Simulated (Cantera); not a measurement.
An adiabatic, constant-volume homogeneous reactor starts with CH4 : C2H6 : C3H8 : O2 : N2 = 1 : 0.04 : 0.16 : 5.07 : 19.1 (molar parts), at 1650 K and 0.296 atm. Integrator tolerance rtol = 1e-08.

Computed with Cantera and GRI-Mech 3.0 (53 species, 325 reactions). GRI-Mech 3.0 was tuned for natural gas; its chemistry of propane as a main component is partial and can be far from experiment.

What does this change do: initial temperature 1650 to 1173 K?


```json
[
 {"quantity": "time of steepest temperature rise", "before": "0.108 ms", "after": "21.6 ms"},
 {"quantity": "temperature at 1.00 s", "before": "2654 K", "after": "2472 K"},
 {"quantity": "equilibrium temperature", "before": "2654 K", "after": "2472 K"},
 {"quantity": "x(CH4) at 1.00 s", "before": "<1e-12 (gas-phase equilibrium <1e-12)", "after": "<1e-12 (gas-phase equilibrium <1e-12)"},
 {"quantity": "x(C2H6) at 1.00 s", "before": "<1e-12 (gas-phase equilibrium <1e-12)", "after": "<1e-12 (gas-phase equilibrium <1e-12)"},
 {"quantity": "x(C3H8) at 1.00 s", "before": "<1e-12 (gas-phase equilibrium <1e-12)", "after": "<1e-12 (gas-phase equilibrium <1e-12)"},
 {"quantity": "x(CH2CO) at 1.00 s", "before": "<1e-12 (gas-phase equilibrium <1e-12)", "after": "<1e-12 (gas-phase equilibrium <1e-12)"},
 {"quantity": "x(H2) at 1.00 s", "before": "0.00547 (gas-phase equilibrium 0.00547)", "after": "0.00231 (gas-phase equilibrium 0.00231)"},
 {"quantity": "x(C2H2) at 1.00 s", "before": "<1e-12 (gas-phase equilibrium <1e-12)", "after": "<1e-12 (gas-phase equilibrium <1e-12)"}
]
```
